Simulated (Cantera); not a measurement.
Mixture: 4.99 % CH4, 0.948 % C2H6, 0.599 % C3H8, 19.6 % O2, 73.9 % N2, equivalence ratio 0.83, at 5.00 bar, adiabatic and at constant pressure. Ignition delay is the time to a rise of 400 K.

Computed with Cantera and GRI-Mech 3.0 (53 species, 325 reactions).

Q: At T0 = 1250 K, what is the delay, and which 6 reactions control it most (d ln τ / d ln k, from doubling and halving each rate constant)?

A: The delay is 0.543 ms.
| reaction | d ln τ / d ln k | faster rate |
|---|---|---|
| CH3 + HO2 <=> CH3O + OH | -0.82 | shortens it |
| H + O2 <=> O + OH | -0.58 | shortens it |
| 2 CH3 (+M) <=> C2H6 (+M) | 0.36 | lengthens it |
| CH4 + OH <=> CH3 + H2O | 0.33 | lengthens it |
| C2H6 + OH <=> C2H5 + H2O | -0.32 | shortens it |
| 2 HO2 <=> H2O2 + O2 | 0.22 | lengthens it |
